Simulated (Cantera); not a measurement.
An isothermal, constant-pressure homogeneous reactor starts with CO : O2 : H2O : N2 = 0.0077 : 0.017 : 0.0012 : 1 (molar parts), equivalence ratio 0.23, at 1500 K and 5.00 bar.

Model: GRI-Mech 3.0 (53 species, 325 reactions), integrated in Cantera.

x: mole fraction; the columns are a selection and need not sum to one.

| t (s) | x CO | x O2 | x H2O | x H2 | x OH | x N2O | x H |
|---|---|---|---|---|---|---|---|
| 3.00e-5 | 0.00751 | 0.0166 | 0.00117 | 5.50e-11 | 4.82e-9 | 1.78e-11 | 9.43e-10 |
| 7.05e-5 | 0.00751 | 0.0166 | 0.00117 | 7.05e-10 | 2.57e-8 | 1.09e-10 | 5.38e-9 |
| 0.000166 | 0.00750 | 0.0166 | 0.00117 | ___ | 2.65e-7 | 1.24e-9 | 5.70e-8 |
| 0.000389 | 0.00737 | 0.0165 | 0.00115 | ___ | 1.89e-5 | 1.10e-7 | 4.89e-6 |
| 0.000915 | 0.00410 | 0.0147 | 0.00109 | ___ | 8.39e-5 | 3.08e-6 | 3.57e-5 |
| 0.00215 | 0.00126 | 0.0134 | 0.00114 | ___ | 5.08e-5 | 4.75e-6 | 7.63e-6 |
| 0.00505 | 0.000279 | 0.0130 | 0.00116 | ___ | 2.76e-5 | 4.77e-6 | 1.06e-6 |
| 0.0119 | 4.59e-5 | 0.0129 | 0.00117 | ___ | 1.42e-5 | 3.09e-6 | 1.19e-7 |
| 0.0279 | 5.99e-6 | 0.0129 | 0.00117 | ___ | 7.17e-6 | 8.97e-7 | 1.31e-8 |
| 0.0656 | 7.30e-7 | 0.0129 | 0.00117 | ___ | 3.87e-6 | 1.29e-7 | 1.91e-9 |
| 0.154 | 1.72e-7 | 0.0129 | 0.00117 | 9.24e-9 | 2.89e-6 | 5.51e-8 | 7.96e-10 |
| 0.362 | 1.46e-7 | 0.0129 | 0.00117 | 8.80e-9 | 2.83e-6 | 5.18e-8 | 7.44e-10 |
| 0.851 | 1.46e-7 | 0.0129 | 0.00117 | 8.80e-9 | 2.83e-6 | 5.18e-8 | 7.44e-10 |
| 2.00 | 1.46e-7 | 0.0129 | 0.00117 | 8.80e-9 | 2.83e-6 | 5.18e-8 | 7.44e-10 |

Q: What belongs in the gaps?

A: 
- 0.000166, x H2: 1.34e-8
- 0.000389, x H2: 1.90e-6
- 0.000915, x H2: 1.60e-5
- 0.00215, x H2: 5.83e-6
- 0.00505, x H2: 1.44e-6
- 0.0119, x H2: 3.01e-7
- 0.0279, x H2: 6.43e-8
- 0.0656, x H2: 1.70e-8
